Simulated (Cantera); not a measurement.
A closed system holds: 1 mol n-butane, 0.074 mol NH₃, 3.5 mol N₂, at 2377 °C and 430000 Pa.

These are equilibrium values from Cantera (NASA tables, ideal gas, pure condensed phases), not measurements of a reactor. Candidate condensed phases: C, C₆H₆, C₇H₈, C₈H₁₈; 92 gas species. The numbers say what is thermodynamically allowed, not how fast it happens.

Base state: H₂ 0.541, N₂ 0.380, HCN 0.0457, H 0.0166, C₂H₂ (acetylene) 0.0106, HNC 0.00629, CH₄ 0.000150, CN 9.91e-5 (mole fractions); condensed: C(graphite).

### Question
What changes in the equilibrium state with this change: temperature from 2377 °C to 825 °C?

### Answer
| species | before | after |
|---|---|---|
| H₂ | 0.541 | 0.529 |
| N₂ | 0.380 | 0.427 |
| CH₄ | 0.000150 | 0.0439 |
| HCN | 0.0457 | 1.03e-5 |
| H | 0.0166 | 8.70e-9 |
| C₂H₂ (acetylene) | 0.0106 | 6.76e-9 |
| HNC | 0.00629 | 2.93e-8 |
| CN | 9.91e-5 | <1e-9 |
| C₄H₂ | 8.64e-5 | <1e-9 |
| C(graphite), mol | 3.35 | 3.64 |
